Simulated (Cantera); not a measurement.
## Carbon deposition, reforming and gasification: toluene + CO₂ + H₂O

A closed system holds: 1 mol toluene, 0.24 mol CO₂, 0.041 mol H₂O, at 2225 K.

These are equilibrium values from Cantera (NASA tables, ideal gas, pure condensed phases), not measurements of a reactor. Candidate condensed phases: C, C₆H₆, C₇H₈, C₈H₁₈, H₂O; 110 gas species. The ideal-gas law is rough above about 30 bar. Rates play no part.

From 0.000100 bar to 100 bar the condensed part is C(graphite). The main C-bearing gas is CO throughout. The share of C in condensed phases is highest at 0.000100 bar (92.6 %) and lowest at 100 bar (91.3 %).

| P (Pa) | log p H₂ | log p H | log p CO | log p CH₄ | log p C₂H₂ (acetylene) | log p H₂O | log p C₂H₄ | n C(graphite) |
|---|---|---|---|---|---|---|---|---|
| 10 | -4.33 | -4.35 | -5.05 | -12.26 | -6.86 | -13.66 | -13.86 | 6.70 |
| 160 | -2.92 | -3.65 | -3.77 | -9.44 | -5.45 | -10.97 | -11.03 | 6.70 |
| 2500 | -1.67 | -3.03 | -2.55 | -6.95 | -4.21 | -8.51 | -8.54 | 6.70 |
| 40000 | -0.46 | -2.42 | -1.34 | -4.52 | -2.99 | -6.08 | -6.11 | 6.69 |
| 630000 | 0.74 | -1.82 | -0.14 | -2.12 | -1.79 | -3.68 | -3.71 | 6.69 |
| 10000000 | 1.94 | -1.22 | 1.06 | 0.27 | -0.60 | -1.28 | -1.32 | 6.61 |
log p: log10 of the partial pressure in bar; n: condensed amount in mol.
